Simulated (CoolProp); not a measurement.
Saturation properties of normal hydrogen.

Computed with CoolProp (reference Helmholtz-energy equation of state, Leachman 2009).

```
T (°C)   p (MPa)  vapour density (kg/m³)  vapour viscosity (µPa s)  liquid conductivity (mW/(m K))
-------  -------  ----------------------  ------------------------  ------------------------------
-248.05   0.3278                   3.975                      1.28                             102
-247.55   0.3635                   4.400                      1.32                             102
-247.05   0.4019                   4.863                      1.35                             101
-246.45   0.4515                   5.475                      1.40                             101
-245.95   0.4961                   6.036                      1.44                           100.0
-245.45   0.5436                   6.651                      1.48                            99.2
-244.85   0.6047                   7.470                      1.53                            98.2
-244.35   0.6593                   8.232                      1.58                            97.3
-243.75   0.7292                   9.261                      1.64                            96.0
-243.25   0.7914                   10.23                      1.70                            94.9
-242.75   0.8574                   11.34                      1.77                            93.6
-242.15   0.9416                   12.91                      1.86                            92.0
-241.65    1.016                   14.50                      1.96                            90.7
-241.15    1.096                   16.50                      2.08                            89.7
-240.55    1.197                   20.01                      2.30                            91.7
```

It boils at -252.8 °C under 1 atm.

Viscosity comes from a separate model (Muzny 2013). Thermal conductivity comes from a separate model (Assael 2011).
